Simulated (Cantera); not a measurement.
Mixture: 5.05 % CH4, 0.298 % C2H6, 19.9 % O2, 74.8 % N2, at 750 Torr, adiabatic and at constant volume. Ignition delay is the time to a rise of 400 K.

Cantera simulation using GRI-Mech 3.0 (53 species, 325 reactions); the numbers are that mechanism's predictions, not measurements.

Problem. Predict: delay at 1225 K; delay at 1425 K; delay at 1625 K; delay at 1825 K; apparent activation energy between 1725 and 1925 K.

Solution. 
```json
{
 "delay at 1225 K": "5.99 ms",
 "delay at 1425 K": "0.624 ms",
 "delay at 1625 K": "0.111 ms",
 "delay at 1825 K": "35.1 µs",
 "apparent activation energy between 1725 and 1925 K": "130 kJ/mol"
}
```
